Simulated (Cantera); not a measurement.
An isothermal, constant-pressure homogeneous reactor starts with 15.2 % H₂, 84.6 % O₂, 0.211 % H₂O, equivalence ratio 0.090, at 923 K and 0.00270 bar.

Cantera simulation using GRI-Mech 3.0 (53 species, 325 reactions); the numbers are that mechanism's predictions, not measurements. Radical loss at walls, strong at low pressure, is not modelled. Below about 950 K walls govern HO2 and H2O2 in real vessels. The temperature is held fixed by assumption; the heat of reaction is taken as removed at once.

x: mole fraction; the columns are a selection and need not sum to one.

```
t (s)         x H₂   x O₂   x H₂O₂       x H      x OH       x O     x HO₂
--------  --------  -----  -------  --------  --------  --------  --------
0.000400     0.152  0.846   <1e-12  9.67e-12    <1e-12  1.33e-12  1.03e-11
0.000972     0.152  0.846   <1e-12  2.49e-11  3.39e-12  7.07e-12  2.51e-11
0.00236      0.152  0.846   <1e-12  8.94e-11  1.54e-11  4.12e-11  6.13e-11
0.00574      0.152  0.846   <1e-12  9.28e-10  1.74e-10  5.09e-10  1.55e-10
0.0139       0.152  0.846   <1e-12   1.89e-7   3.57e-8   1.05e-7         ?
0.0339       0.101  0.821  5.24e-8    0.0257   0.00272    0.0102         ?
0.0823     0.00465  0.791  3.11e-8    0.0419   0.00236    0.0282   3.38e-6
0.200      0.00196  0.818  4.54e-8    0.0103   0.00149    0.0113   3.50e-6
0.486     0.000343  0.831  5.50e-8  0.000669  0.000565   0.00198         ?
1.18       4.09e-5  0.833  4.30e-8   2.59e-5  0.000186  0.000234         ?
2.87       5.58e-6  0.833  2.33e-8   1.43e-6   7.09e-5   3.40e-5         ?
6.97       1.01e-6  0.833  1.15e-8   1.29e-7   3.19e-5   6.80e-6         ?
16.9       2.40e-7  0.833  5.80e-9   1.70e-8   1.62e-5   1.77e-6         ?
41.2       6.95e-8  0.833  3.02e-9   2.90e-9   9.00e-6   5.43e-7         ?
100        2.28e-8  0.833  1.59e-9  5.77e-10   5.25e-6   1.85e-7         ?
```

Question: Complete the blanks.

Answer: 
- 0.0139, x HO₂: 1.90e-9
- 0.0339, x HO₂: 2.12e-6
- 0.486, x HO₂: 2.53e-6
- 1.18, x HO₂: 1.02e-6
- 2.87, x HO₂: 2.75e-7
- 6.97, x HO₂: 7.10e-8
- 16.9, x HO₂: 2.06e-8
- 41.2, x HO₂: 6.75e-9
- 100, x HO₂: 2.41e-9
